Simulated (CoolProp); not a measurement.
Values from CoolProp's reference Helmholtz-energy equation of state, Gao 2016.

Task: For sulfur dioxide, give the phase and the Joule-Thomson coefficient (K/MPa) at -13.75 °C and 0.48 MPa; 84.35 °C and 0.0779 MPa; 230.35 °C and 25.3 MPa.

Result: 
- -13.75 °C and 0.48 MPa: liquid; Joule-Thomson coefficient -0.271
- 84.35 °C and 0.0779 MPa: gas; Joule-Thomson coefficient 21.2
- 230.35 °C and 25.3 MPa: supercritical; Joule-Thomson coefficient 1.60
